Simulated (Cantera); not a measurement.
Input: 1 mol Al(CH3)3, 4.8 mol O2, 1.8 mol N2, at 1500 K and 15.0 mbar.

Method: chemical equilibrium by Gibbs-energy minimisation in Cantera with the NASA 1993 tables (ideal gas, pure condensed phases). Candidate condensed phases: Al, AlN, Al2O3, C, C6H6, C7H8, C8H18, H2O; 148 gas species. The feed counts by its element totals alone. The numbers say what is thermodynamically allowed, not how fast it happens.

Base state: H2O 0.369, N2 0.194, CO2 0.179, CO 0.144, H2 0.114, H 4.86e-5 (mole fractions); condensed: Al2O3(s).

Question: What changes in the equilibrium state with this change: O2 from 4.8 to 3 mol?

Answer: 
| species | before | after |
|---|---|---|
| H2 | 0.114 | 0.360 |
| CO | 0.144 | 0.285 |
| N2 | 0.194 | 0.194 |
| H2O | 0.369 | 0.124 |
| CO2 | 0.179 | 0.0377 |
| H | 4.86e-5 | 8.63e-5 |
| Al2O3(s), mol | 0.500 | 0.500 |

Question: What changes in the equilibrium state with this change: temperature from 1500 K to 898.15 K?

Answer: 
```tsv
species	before	after
H2O	0.369	0.295
CO2	0.179	0.253
N2	0.194	0.194
H2	0.114	0.189
CO	0.144	0.0695
H	4.86e-5	<1e-9
Al2O3(s), mol	0.500	0.500
```
